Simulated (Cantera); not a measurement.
An isothermal, constant-pressure homogeneous reactor starts with H₂ : O₂ : N₂ = 0.0068 : 0.13 : 0.79 (molar parts), at 1225 K and 1330 Pa.

Computed with Cantera and GRI-Mech 3.0 (53 species, 325 reactions). Radical loss at walls, strong at low pressure, is not modelled.

Q: Predict: x(H₂) at 100 s; x(O₂) at 100 s; x(H₂O) at 100 s; x(NO) at 100 s.

A: 
| Item | Value |
|---|---|
| x(H₂) at 100 s | 1.62e-8 (gas-phase equilibrium 3.67e-9) |
| x(O₂) at 100 s | 0.137 (gas-phase equilibrium 0.137) |
| x(H₂O) at 100 s | 0.00736 (gas-phase equilibrium 0.00736) |
| x(NO) at 100 s | 2.44e-7 (gas-phase equilibrium 0.000200) |
